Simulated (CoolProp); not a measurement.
Ethylene at 393.65 K and 1.55 MPa is throttled through a valve to 1 MPa with no heat exchange. Each further row changes one setting.

Model: reference Helmholtz-energy equation of state, Smukala 2000, in CoolProp.

```
case                     temperature change (K)  final density (kg/m³)
-----------------------  ----------------------  ---------------------
as stated                                  -2.8             (withheld)
outlet pressure 0.3 MPa              (withheld)             (withheld)
outlet pressure 1.3 MPa                    -1.3             (withheld)
```

Q: What belongs in the gaps?

A: 
- as stated, final density (kg/m³): 8.84
- outlet pressure 0.3 MPa, temperature change (K): -6.4
- outlet pressure 0.3 MPa, final density (kg/m³): 2.63
- outlet pressure 1.3 MPa, final density (kg/m³): 11.5
